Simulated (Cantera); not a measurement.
Charge: 1 mol SiH₂Cl₂, a varied amount of N₂, at 977 °C and 1330 Pa.

Equilibrium computed with Cantera from the NASA thermochemical tables; the gas is ideal and each condensed phase is pure. Candidate condensed phases: NH₄Cl, Si, Si₃N₄; 28 gas species. N₂ is the only nitrogen source here; it is nearly inert below about 1500 K, so the nitride shown seldom forms there in practice. Kinetics and transport are ignored.

Question: What share of the Si ends up in condensed phases as a function of n(N₂) (mol), at 0.82, 1.1, 1.5, 2.1, 2.9, 3.9, 5.3, 7.3?

Answer: 
```tsv
n(N₂) (mol)	Si condensed (%)	as
0.82	74.3	Si₃N₄(s)
1.1	76.0	Si₃N₄(s)
1.5	77.5	Si₃N₄(s)
2.1	78.9	Si₃N₄(s)
2.9	80.1	Si₃N₄(s)
3.9	81.1	Si₃N₄(s)
5.3	82.2	Si₃N₄(s)
7.3	83.2	Si₃N₄(s)
```
